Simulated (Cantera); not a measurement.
## Equilibrium for boron, boron nitride and boron oxide: B₂O₃ + O₂ + N₂

A closed system holds: 1 mol B₂O₃, 0.14 mol O₂, a varied amount of N₂, at 13.3 mbar.

Cantera equilibrium calculation (NASA polynomials, part measured and part estimated; ideal gas, pure solids and liquids). Candidate condensed phases: B, BN, B₂O₃; 17 gas species. Equilibrium is a limit: real reactors are often held back by kinetics, nucleation or transport.

Stable condensed phases:

```
T in °C \ n(N₂) in mol
         0.12 0.21 0.35  0.6    1  1.7    3  5.1  8.7   15
   1675     A    A    A    A    A    A    A    A    A    A
   1625     A    A    A    A    A    A    A    A    A    A
   1575     B    B    B    B    A    A    A    A    A    A
   1525     B    B    B    B    B    B    A    A    A    A
   1475     B    B    B    B    B    B    B    B    A    A
   1425     B    B    B    B    B    B    B    B    B    B
   1375     B    B    B    B    B    B    B    B    B    B
   1325     B    B    B    B    B    B    B    B    B    B
   1275     B    B    B    B    B    B    B    B    B    B
   1225     B    B    B    B    B    B    B    B    B    B
   1175     B    B    B    B    B    B    B    B    B    B
   1125     B    B    B    B    B    B    B    B    B    B
```

A: gas only; B: B₂O₃.
